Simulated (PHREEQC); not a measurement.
PHREEQC input (ion-association model, phreeqc.dat):

```
SOLUTION 1
  temp 25
  units mol/kgw
  pH 7 charge
END
SELECTED_OUTPUT 1
  -reset false
  -pH true
  -pe true
  -ionic_strength true
  -water true
  -totals Hdg Ntg
  -molalities H+ OH-
USER_PUNCH 1
  -headings p_Hdg(g) phi_Hdg(g) p_Ntg(g) phi_Ntg(g) p_H2O(g) phi_H2O(g) density
  10 PUNCH PR_P("Hdg(g)"), PR_PHI("Hdg(g)"), PR_P("Ntg(g)"), PR_PHI("Ntg(g)"), PR_P("H2O(g)"), PR_PHI("H2O(g)"), RHO
PRINT
  -reset false
USE solution 1
REACTION_TEMPERATURE 1
  10
GAS_PHASE 1
  -fixed_pressure
  -pressure 100
  -temperature 10
  -volume 20
  Hdg(g) 53
  Ntg(g) 47
  H2O(g) 0
END
# ... the last block is repeated for the other 8 points of T (°C)
```

Selected output (columns that matter, 9 of 9 rows; T (°C) added in front):

```
T (°C)	pH	mu	Hdg	Ntg	m_H+	m_OH-	p_Hdg(g)	phi_Hdg(g)	p_Ntg(g)	phi_Ntg(g)	p_H2O(g)	phi_H2O(g)	density
10	7.2455	5.683e-08	0.04289	0.034162	5.683e-08	5.683e-08	52.988	1.0375	46.994	0.96688	0.018927	0.69983	1.0033
20	7.063	8.6517e-08	0.039873	0.029168	8.6516e-08	8.6516e-08	52.978	1.0368	46.988	0.97552	0.034604	0.72252	1.0016
30	6.8981	1.2651e-07	0.037858	0.025688	1.2651e-07	1.2651e-07	52.963	1.0362	46.977	0.9831	0.060646	0.74315	0.99898
40	6.7486	1.7847e-07	0.036606	0.023254	1.7847e-07	1.7847e-07	52.939	1.0356	46.958	0.98976	0.10229	0.76182	0.99552
50	6.6132	2.4384e-07	0.035959	0.021574	2.4384e-07	2.4384e-07	52.904	1.035	46.929	0.99563	0.16665	0.77864	0.99135
60	6.4902	3.2369e-07	0.03581	0.020456	3.2369e-07	3.2369e-07	52.852	1.0345	46.885	1.0008	0.26305	0.79368	0.98655
70	6.3785	4.1864e-07	0.036087	0.019776	4.1864e-07	4.1864e-07	52.777	1.0339	46.82	1.0054	0.40343	0.80698	0.98119
80	6.2771	5.2879e-07	0.036741	0.019451	5.2879e-07	5.2879e-07	52.67	1.0333	46.727	1.0095	0.60268	0.81856	0.97531
90	6.1851	6.5365e-07	0.037736	0.019426	6.5365e-07	6.5365e-07	52.523	1.0328	46.598	1.0132	0.87898	0.82844	0.96893
```

Constants without temperature data keep their 25 °C values here.
